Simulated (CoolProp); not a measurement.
The numbers come from the reference Helmholtz-energy equation of state, Tillner-Roth 1997 in CoolProp.

Problem. For CH2F2 (R32), give the phase and the Joule-Thomson coefficient (K/MPa), viscosity (µPa s), Prandtl number at 394.3 K and 9.14 kPa; 394.3 K and 163 kPa; 394.3 K and 334 kPa.

Solution. 
- 394.3 K and 9.14 kPa: gas; Joule-Thomson coefficient 10.4, viscosity 17.5, Prandtl number 0.777
- 394.3 K and 163 kPa: gas; Joule-Thomson coefficient 10.4, viscosity 17.5, Prandtl number 0.777
- 394.3 K and 334 kPa: gas; Joule-Thomson coefficient 10.4, viscosity 17.6, Prandtl number 0.778

Viscosity comes from a separate model (Bell 2016), an estimate that may be off by 10 % or more. Thermal conductivity comes from a separate model (Huber 2003), an estimate that may be off by 10 % or more.
